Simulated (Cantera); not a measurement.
Charge: 1 mol V, a varied amount of N2O, 2.4 mol N2, held at 1702 °C and 36.0 Pa.

Cantera equilibrium calculation (NASA polynomials, part measured and part estimated; ideal gas, pure solids and liquids). Candidate condensed phases: V, VN, VO, V2O3, V2O4, V2O5; 13 gas species. Equilibrium is a limit: real reactors are often held back by kinetics, nucleation or transport.

Q: At 2.2 mol N2O, list the 6 most abundant gas species with their mole fractions, and the condensed phases.

A: N2 0.805, VO2 0.175, O2 0.0148, O 0.00354, NO 0.00192, VO 7.18e-5. Condensed: gas only.
